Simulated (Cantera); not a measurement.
Charge: 1 mol Si, 2.2 mol Br2, held at 1050 K and 23000 Pa.

These are equilibrium values from Cantera (NASA tables, ideal gas, pure condensed phases), not measurements of a reactor. Candidate condensed phases: Br2, Si; 9 gas species. The numbers say what is thermodynamically allowed, not how fast it happens.

Base state: SiBr4 0.830, Br2 0.162, Br 0.00843 (mole fractions); condensed: gas only.

Problem. What changes in the equilibrium state with this change: temperature from 1050 K to 1500 K?

Solution. 
```
species   before     after
-------  -------  --------
SiBr4      0.830     0.759
Br       0.00843     0.166
Br2        0.162    0.0713
SiBr2      <1e-9  0.000294
SiBr3    1.13e-6   0.00344
```
The tables' values for SiBr3 are old estimates; treat these amounts as uncertain.

Problem. What changes in the equilibrium state with this change: pressure from 23000 Pa to 18.0 Pa?

Solution. 
```tsv
species	before	after
SiBr4	0.830	0.757
Br	0.00843	0.183
Br2	0.162	0.0598
SiBr3	1.13e-6	6.08e-5
```
The tables' values for SiBr3 are old estimates; treat these amounts as uncertain.
